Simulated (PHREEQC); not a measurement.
Metal-bearing waste water

Dissolve 0.017 mol ZnSO4, 0.0058 mol CuCl2, 0.011 mol NaHCO3 and 0.0074 mol Na2SO4 per kg of water at 20 °C. Closed to the air; pH follows from the charge balance.

All values are PHREEQC results (ion-association model, wateq4f.dat), not measurements.

```yaml
pH: 6.47
ionic_strength: 0.0764 mol/kgw
total_alkalinity: 11.0 meq/kg
```

```json
[
 {"species": "Na+", "molality": "0.0250", "activity": "0.0200", "log γ": "-0.097"},
 {"species": "SO4-2", "molality": "0.0159", "activity": "0.00649", "log γ": "-0.388"},
 {"species": "Cl-", "molality": "0.0115", "activity": "0.00902", "log γ": "-0.105"},
 {"species": "Zn+2", "molality": "0.00866", "activity": "0.00376", "log γ": "-0.362"},
 {"species": "ZnSO4", "molality": "0.00541", "activity": "0.00550", "log γ": "0.008"},
 {"species": "HCO3-", "molality": "0.00376", "activity": "0.00303", "log γ": "-0.094"}
]
```

No solid was allowed to form. Saturation is exceeded, for instance for Malachite, Brochantite; the values hold only as long as no solid forms. The database's zinc carbonate complexes are estimates, stronger than later reviews accept.
